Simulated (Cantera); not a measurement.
What does this Cantera script print?

```python
import numpy as np
import cantera as ct

gas_names = """
    Cu CuF CuF2 Cu2 F F2 H HF H2 H2F2 H3F3 H4F4 H5F5 H6F6 H7F7
""".split()
cond_names = """
    Cu(cr) Cu(L) CuF2(s) CuF2(L)
""".split()


# ... load() reads the species with a 1 bar reference pressure and builds the phases ...
atoms = {
    'Cu': {'Cu': 1},
    'HF': {'H': 1, 'F': 1},
}
top_T = {}  # K; cautious upper limits of use, not melting points


# ... equilibrate(T, P, feed) seeds the gas with the atoms and calls Mixture.equilibrate('TP', solver="vcs", rtol=1e-11, max_steps=5000) ...
results = []
feed = {'Cu': 1, 'HF': 4.7}  # mol
P = 11  # Pa
for T in [723, 823, 923, 1023, 1123, 1223, 1323, 1423]:
    mix = equilibrate(T, P, feed)
    results.append((T, P, feed, dict(zip(mix.species_names, mix.species_moles))))

top = {s: max(r[3][s] / sum(r[3][g] for g in gas_names) for r in results) for s in gas_names}
cols = sorted((s for s in top if top[s] > 0.0001), key=lambda s: -top[s])[:5]
seen = [c for c in cond_names if any(r[3].get(c, 0) > 1e-12 for r in results)]
print("log10 of partial pressures in bar; condensed amounts in mol")
print(f"{'T/K':>10s}" + "".join(f"{s[:9]:>10s}" for s in cols + seen))
for T, P, feed, n in results:
    ng = sum(n[g] for g in gas_names)
    print(f"{T:10.4g}" + "".join(f"{np.log10(max(n[s] / ng * P / 1e5, 1e-99)):10.3f}" for s in cols)
          + "".join(f"{n.get(c, 0):10.4g}" for c in seen))
```

Output:

```
log10 of partial pressures in bar; condensed amounts in mol
       T/K        HF        Cu       CuF        H2    Cu(cr)     Cu(L)
       723    -3.959   -17.502   -12.159   -12.457         1         0
       823    -3.959   -14.561   -10.650   -10.951         1         0
       923    -3.959   -12.261    -9.471    -9.772         1         0
      1023    -3.959   -10.415    -8.525    -8.826    0.9999         0
      1123    -3.959    -8.902    -7.750    -8.051    0.9992         0
      1223    -3.959    -7.639    -7.103    -7.404    0.9956         0
      1323    -3.961    -6.571    -6.557    -6.859    0.9766         0
      1423    -3.972    -5.679    -6.111    -6.414         0    0.8746
```

Method: chemical equilibrium by Gibbs-energy minimisation in Cantera with the NASA 1993 tables (ideal gas, pure condensed phases).
